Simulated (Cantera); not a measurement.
Input: 1 mol Si2Cl6, 2 mol NH3, 18 mol H2, equilibrated at 15000 Pa.

Method: chemical equilibrium by Gibbs-energy minimisation in Cantera with the NASA 1993 tables (ideal gas, pure condensed phases). Candidate condensed phases: NH4Cl, Si, Si3N4; 28 gas species. The feed counts by its element totals alone. The tables' values for SiCl3 are old estimates; treat these amounts as uncertain. Rates play no part. All values below are at 1575 K.

Base state: H2 0.784, HCl 0.169, SiCl2 0.0308, N2 0.0104, SiCl3 0.00359, SiCl4 0.00110, SiHCl3 0.000677, H 9.50e-5 (mole fractions); condensed: Si3N4(s).

What changes in the equilibrium state with this change: pressure from 15000 Pa to 10000 Pa?


| species | before | after |
|---|---|---|
| H2 | 0.784 | 0.784 |
| HCl | 0.169 | 0.165 |
| SiCl2 | 0.0308 | 0.0344 |
| N2 | 0.0104 | 0.0122 |
| SiCl4 | 0.00110 | 0.000771 |
| SiHCl3 | 0.000677 | 0.000490 |
| SiH2Cl2 | 6.91e-5 | 5.14e-5 |
| H | 9.50e-5 | 0.000116 |
| Cl | 1.63e-5 | 1.94e-5 |
| Si3N4(s), mol | 0.375 | 0.353 |
